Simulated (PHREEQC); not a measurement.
Make-up at 10 °C: 0.12 mol/kgw NaAlO2. Closed to the air; pH follows from the charge balance.

All values are PHREEQC results (ion-association model, phreeqc.dat), not measurements.

Each row changes one thing in this solution. No solid was allowed to form.

| case | pH | ionic strength (mol/kgw) | Al(OH)3 (mol/kgw) | Al(OH)2+ (mol/kgw) | AlOH+2 (mol/kgw) | SI of Al(OH)3(a) (Al(OH)3) |
|---|---|---|---|---|---|---|
| as made | 9.58 | 0.120 | 1.45e-5 | 1.17e-7 | 3.48e-11 | +1.88 |
| diluted 10-fold with water | 9.16 | 0.0120 | 4.55e-6 | 8.16e-8 | 4.18e-11 | +1.36 |
| NaAlO2 from 0.12 to 0.108 mol/kgw | 9.56 | 0.108 | 1.37e-5 | 1.14e-7 | 3.47e-11 | +1.85 |
| NaAlO2 from 0.12 to 0.24 mol/kgw | 9.69 | 0.240 | 2.03e-5 | 1.37e-7 | 3.71e-11 | +2.04 |
| diluted 100-fold with water | 8.70 | 0.00120 | 1.40e-6 | 6.68e-8 | 7.97e-11 | +0.85 |

Some of these states are supersaturated (in Al(OH)3(a), Gibbsite (slow to form), for instance). At this temperature some constants are extrapolated from 25 °C, and those without enthalpy data are left unchanged.
